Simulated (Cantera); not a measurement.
A closed system holds: 1 mol Si, 0.75 mol H2O, 1 mol H2, equilibrated at 1873.15 K and 5.90 bar.

Method: chemical equilibrium by Gibbs-energy minimisation in Cantera with the NASA 1993 tables (ideal gas, pure condensed phases). Candidate condensed phases: H2O, Si, SiO2; 18 gas species. Each liquid is taken as pure. Mutual solubility and eutectic melting of coexisting phases are not modelled. The tables hold silica as quartz up to 1696 K and as liquid above; real silica turns to tridymite and cristobalite and melts near 1996 K. Gases not in the tables: Si2H6 and higher silanes. Rates play no part.

Base state: H2 0.984, SiO 0.0159, H 0.000264, H2O 9.06e-5, SiH2 4.83e-5 (mole fractions); condensed: Si(l) + SiO2(condensed).

Q: What changes in the equilibrium state with this change: H2O from 0.75 to 0.0034 mol?

A: 
```tsv
species	before	after
H2	0.984	0.996
SiO	0.0159	0.00336
H	0.000264	0.000266
H2O	9.06e-5	1.94e-5
SiH2	4.83e-5	4.89e-5
Si(l), mol	0.611	0.997
SiO2(condensed), mol	0.361	0
```

Q: What changes in the equilibrium state with this change: H2O from 0.75 to 4.5 mol?

A: 
| species | before | after |
|---|---|---|
| H2 | 0.984 | 0.545 |
| H2O | 9.06e-5 | 0.454 |
| H | 0.000264 | 0.000196 |
| SiO | 0.0159 | 1.75e-6 |
| SiH2 | 4.83e-5 | <1e-9 |
| OH | 1.89e-9 | 1.27e-5 |
| Si(l), mol | 0.611 | 0 |
| SiO2(condensed), mol | 0.361 | 1.000 |
Gases not in the tables: Si(OH)4.

Q: What changes in the equilibrium state with this change: pressure from 5.90 bar to 0.133 bar?

A: 
| species | before | after |
|---|---|---|
| H2 | 0.984 | 0.699 |
| SiO | 0.0159 | 0.300 |
| H | 0.000264 | 0.00148 |
| Si | 1.50e-6 | 6.63e-5 |
| SiH | 3.36e-6 | 1.88e-5 |
| H2O | 9.06e-5 | 2.75e-5 |
| SiH2 | 4.83e-5 | 3.43e-5 |
| Si(l), mol | 0.611 | 0.250 |
| SiO2(condensed), mol | 0.361 | 0 |
